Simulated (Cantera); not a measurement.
What does this Cantera script print?

```python
import numpy as np
import cantera as ct

gas = ct.Solution("gri30.yaml")
gas.TPX = 1200, 450000, {'CO': 1, 'H2': 0.59, 'O2': 0.346, 'N2': 1.3}
reactor = ct.IdealGasConstPressureReactor(gas, energy="on", clone=False)
net = ct.ReactorNet([reactor])
net.rtol, net.atol = 1e-08, 1e-16
show = ['CO', 'H2', 'O2', 'O', 'OH']
times = np.geomspace(1e-06, 0.4, 10)

steps = ct.SolutionArray(gas, extra=["t"])
rows = []
print(f"{'t/s':>10s}{'T/K':>9s}{'P/Pa':>11s}" + "".join(f"{s:>11s}" for s in show))
for t in times:
    while net.time < t:
        t_next = net.step()
        steps.append(gas.state, t=t_next)
    rows.append([np.interp(t, steps.t, y) for y in (steps.T, steps.P, *steps(*show).X.T)])
    print(f"{t:10.3e}{rows[-1][0]:9.1f}{rows[-1][1]:11.4g}" + "".join(f"{x:11.3e}" for x in rows[-1][2:]))
rate = np.gradient(steps.T, steps.t)
print("integrator steps:", len(steps.t))
if steps.T.max() > steps.T[0] + 200:
    print(f"time of steepest temperature rise: {steps.t[rate.argmax()]:.4e} s")
gas.TPX = 1200, 450000, {'CO': 1, 'H2': 0.59, 'O2': 0.346, 'N2': 1.3}
gas.equilibrate("HP")
print(f"equilibrium (HP): T = {gas.T:.1f} K  " + "  ".join(f"{s} {gas[s].X[0]:.3e}" for s in show))
```

Output:

```
       t/s      T/K       P/Pa         CO         H2         O2          O         OH
 1.000e-06   1200.0    4.5e+05  3.090e-01  1.823e-01  1.069e-01  3.777e-09  1.419e-09
 4.192e-06   1200.0    4.5e+05  3.090e-01  1.823e-01  1.069e-01  3.856e-08  1.791e-08
 1.758e-05   1225.5    4.5e+05  3.087e-01  1.780e-01  1.044e-01  1.949e-04  1.539e-04
 7.368e-05   2662.2    4.5e+05  2.511e-01  5.704e-02  5.091e-04  5.035e-04  5.177e-03
 3.089e-04   2689.9    4.5e+05  2.516e-01  5.723e-02  2.659e-04  2.672e-04  3.863e-03
 1.295e-03   2687.7    4.5e+05  2.518e-01  5.737e-02  2.594e-04  2.616e-04  3.815e-03
 5.429e-03   2686.2    4.5e+05  2.518e-01  5.746e-02  2.553e-04  2.580e-04  3.785e-03
 2.276e-02   2686.2    4.5e+05  2.518e-01  5.746e-02  2.553e-04  2.580e-04  3.784e-03
 9.541e-02   2686.2    4.5e+05  2.518e-01  5.746e-02  2.553e-04  2.580e-04  3.784e-03
 4.000e-01   2686.2    4.5e+05  2.518e-01  5.746e-02  2.553e-04  2.580e-04  3.784e-03
integrator steps: 1411
time of steepest temperature rise: 2.0933e-05 s
equilibrium (HP): T = 2686.2 K  CO 2.518e-01  H2 5.746e-02  O2 2.553e-04  O 2.580e-04  OH 3.784e-03
```

Model: GRI-Mech 3.0 (53 species, 325 reactions), integrated in Cantera. The hydrogen kinetics of GRI-Mech 3.0 are dated; newer H2 mechanisms differ, most at raised pressure.
